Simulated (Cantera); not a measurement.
Input (Python, Cantera) and output of one run.

```python
import numpy as np
import cantera as ct

gas_names = """
    AL ALH ALI ALI3 ALN AL2 AL2I6 H HI H2 I I2 N NH NH2 NH3 N2 N2H2 N2H4
""".split()
cond_names = """
    AL(cr) AL(L) ALI3(s) ALI3(L) ALN(s) I2(cr) I2(L)
""".split()


# ... load() reads the species with a 1 bar reference pressure and builds the phases ...
atoms = {
    'AlI3': {'AL': 1, 'I': 3},
    'N2': {'N': 2},
    'H2': {'H': 2},
}
top_T = {'ALN(s)': 2750}  # K; cautious upper limits of use, not melting points


# ... equilibrate(T, P, feed) seeds the gas with the atoms and calls Mixture.equilibrate('TP', solver="vcs", rtol=1e-11, max_steps=5000) ...
results = []
T = 1648.15  # K
P = 3600  # Pa
for m in [1.1, 1.6, 2, 2.5, 2.9, 3.4, 3.8, 4.2, 4.7, 5.1, 5.6, 6, 6.5]:
    feed = {'AlI3': 1, 'N2': 0.92, 'H2': m}  # mol
    mix = equilibrate(T, P, feed)
    results.append((T, P, feed, dict(zip(mix.species_names, mix.species_moles))))

top = {s: max(r[3][s] / sum(r[3][g] for g in gas_names) for r in results) for s in gas_names}
cols = sorted((s for s in top if top[s] > 1e-06), key=lambda s: -top[s])[:5]
seen = [c for c in cond_names if any(r[3].get(c, 0) > 1e-12 for r in results)]
print("log10 of partial pressures in bar; condensed amounts in mol")
print(f"{'n(H2)':>10s}" + "".join(f"{s[:9]:>10s}" for s in cols + seen))
for T, P, feed, n in results:
    ng = sum(n[g] for g in gas_names)
    print(f"{feed['H2']:10.4g}" + "".join(f"{np.log10(max(n[s] / ng * P / 1e5, 1e-99)):10.3f}" for s in cols)
          + "".join(f"{n.get(c, 0):10.4g}" for c in seen))
```

Result:

```
log10 of partial pressures in bar; condensed amounts in mol
     n(H2)        H2         I        N2       ALI        HI    ALN(s)
       1.1    -2.119    -1.780    -2.275    -2.490    -2.585    0.5282
       1.6    -1.987    -1.832    -2.320    -2.519    -2.571    0.5246
         2    -1.917    -1.870    -2.353    -2.540    -2.573      0.52
       2.5    -1.852    -1.913    -2.390    -2.565    -2.584     0.513
       2.9    -1.813    -1.944    -2.417    -2.583    -2.596    0.5068
       3.4    -1.773    -1.981    -2.448    -2.604    -2.613    0.4987
       3.8    -1.748    -2.009    -2.471    -2.620    -2.628    0.4921
       4.2    -1.726    -2.035    -2.493    -2.636    -2.643    0.4854
       4.7    -1.703    -2.065    -2.518    -2.654    -2.662     0.477
       5.1    -1.687    -2.089    -2.537    -2.667    -2.677    0.4703
       5.6    -1.670    -2.116    -2.560    -2.683    -2.696    0.4621
         6    -1.658    -2.137    -2.577    -2.696    -2.711    0.4556
       6.5    -1.644    -2.162    -2.597    -2.711    -2.729    0.4476
```

These are equilibrium values from Cantera (NASA tables, ideal gas, pure condensed phases), not measurements of a reactor.
